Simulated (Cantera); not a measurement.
Input: 1 mol SiHCl3, 0.076 mol CH4, 710 mol H2, equilibrated at 533 Torr.

Equilibrium computed with Cantera from the NASA thermochemical tables; the gas is ideal and each condensed phase is pure. Candidate condensed phases: C, C6H6, C7H8, C8H18, Si, SiC; 109 gas species. Mutual solubility and eutectic melting of coexisting phases are not modelled. The tables' values for SiCl are old estimates; treat these amounts as uncertain. Gases not in the tables: Si2H6 and higher silanes. Kinetics and transport are ignored.

x: gas mole fraction; n: condensed amount in mol.

| T (°C) | x H2 | x H | x HCl | x Si | x SiH2 | x SiH | n Si(s) | n SiC(s) | n Si(l) |
|---|---|---|---|---|---|---|---|---|---|
| 1325 | 0.996 | 6.30e-5 | 0.00409 | 1.32e-7 | 4.87e-6 | 2.43e-7 | 0.885 | 0.0674 | 0 |
| 1375 | 0.996 | 0.000105 | 0.00409 | 3.63e-7 | 8.44e-6 | 5.61e-7 | 0.881 | 0.0677 | 0 |
| 1425 | 0.996 | 0.000171 | 0.00409 | 9.25e-7 | 1.39e-5 | 1.21e-6 | 0 | 0.0678 | 0.876 |
| 1475 | 0.996 | 0.000271 | 0.00410 | 2.05e-6 | 2.04e-5 | 2.29e-6 | 0 | 0.0672 | 0.873 |
| 1525 | 0.995 | 0.000417 | 0.00410 | 4.34e-6 | 2.94e-5 | 4.19e-6 | 0 | 0.0665 | 0.867 |
| 1575 | 0.995 | 0.000628 | 0.00411 | 8.84e-6 | 4.14e-5 | 7.40e-6 | 0 | 0.0656 | 0.855 |
| 1625 | 0.995 | ? | 0.00411 | ? | ? | ? | 0 | 0.0644 | 0.837 |
| 1675 | 0.994 | 0.00134 | 0.00411 | 3.27e-5 | 7.79e-5 | 2.11e-5 | 0 | 0.0626 | 0.807 |
| 1725 | 0.994 | ? | 0.00411 | ? | ? | ? | 0 | 0.0596 | 0.761 |
| 1775 | 0.993 | 0.00265 | 0.00411 | 0.000106 | 0.000138 | 5.43e-5 | 0 | 0.0543 | 0.691 |
| 1825 | 0.992 | 0.00364 | 0.00411 | 0.000184 | 0.000179 | 8.41e-5 | 0 | 0.0447 | 0.585 |
| 1875 | 0.990 | 0.00492 | 0.00410 | 0.000310 | 0.000230 | 0.000128 | 0 | 0.0276 | 0.428 |

**Question.** Fill in the missing entries.

**Answer.** 
- 1725, x H: 0.00190
- 1725, x Si: 5.99e-5
- 1725, x SiH2: 0.000104
- 1725, x SiH: 3.43e-5
- 1625, x H: 0.000925
- 1625, x Si: 1.73e-5
- 1625, x SiH2: 5.73e-5
- 1625, x SiH: 1.27e-5
